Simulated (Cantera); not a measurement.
# Reactions in the system Cr-N-O

Standard-state values (1 bar) from the NASA 1993 polynomials, evaluated with Cantera. Values are per mole of reaction as written; species without (g) are pure solids or liquids, kept so even where they would boil at 1 bar.

2 Cr + N2O(g) = Cr2N + NO(g)

```json
[
 {"T (K)": "350", "ΔH° (kJ)": "-115.3", "ΔS° (J/K)": "10.1", "ΔG° (kJ)": "-118.9", "log10 K": "17.74"},
 {"T (K)": "425", "ΔH° (kJ)": "-114.6", "ΔS° (J/K)": "12.0", "ΔG° (kJ)": "-119.7", "log10 K": "14.71"},
 {"T (K)": "500", "ΔH° (kJ)": "-113.9", "ΔS° (J/K)": "13.4", "ΔG° (kJ)": "-120.6", "log10 K": "12.60"},
 {"T (K)": "575", "ΔH° (kJ)": "-113.3", "ΔS° (J/K)": "14.5", "ΔG° (kJ)": "-121.7", "log10 K": "11.05"},
 {"T (K)": "650", "ΔH° (kJ)": "-112.8", "ΔS° (J/K)": "15.4", "ΔG° (kJ)": "-122.8", "log10 K": "9.87"}
]
```
